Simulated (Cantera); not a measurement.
Cantera with NASA thermochemical tables; ideal gases at 1 bar, condensed phases pure. Values are per mole of reaction as written; species without (g) are pure solids or liquids, kept so even where they would boil at 1 bar. TaC: taken at fixed stoichiometry.

2 TaO₂(g) + 2 CH₃(g) → 2 TaC + 4 O(g) + 3 H₂(g)

```
T (K)    ΔH° (kJ)   ΔS° (J/K)    ΔG° (kJ)     log10 K
-----  ----------  ----------  ----------  ----------
300         816.5       173.0       764.6     -133.13
2275   (withheld)  (withheld)  (withheld)  (withheld)
2325        916.7       289.4       243.8       -5.48
2375        918.9       290.4       229.3       -5.04
2425        921.2       291.3       214.8       -4.63
2475        923.4       292.2       200.2       -4.22
2525   (withheld)  (withheld)  (withheld)  (withheld)
2575        928.1       294.1       170.8       -3.47
2625        930.5       295.0       156.1       -3.11
2675   (withheld)  (withheld)  (withheld)  (withheld)
2725        935.3       296.8       126.5       -2.43
2775   (withheld)  (withheld)  (withheld)  (withheld)
```

### Question
What belongs in the gaps?

### Answer

- 2275, ΔH° (kJ): 914.5
- 2275, ΔS° (J/K): 288.5
- 2275, ΔG° (kJ): 258.2
- 2275, log10 K: -5.93
- 2525, ΔH° (kJ): 925.8
- 2525, ΔS° (J/K): 293.2
- 2525, ΔG° (kJ): 185.5
- 2525, log10 K: -3.84
- 2675, ΔH° (kJ): 932.9
- 2675, ΔS° (J/K): 295.9
- 2675, ΔG° (kJ): 141.4
- 2675, log10 K: -2.76
- 2775, ΔH° (kJ): 937.8
- 2775, ΔS° (J/K): 297.7
- 2775, ΔG° (kJ): 111.7
- 2775, log10 K: -2.10
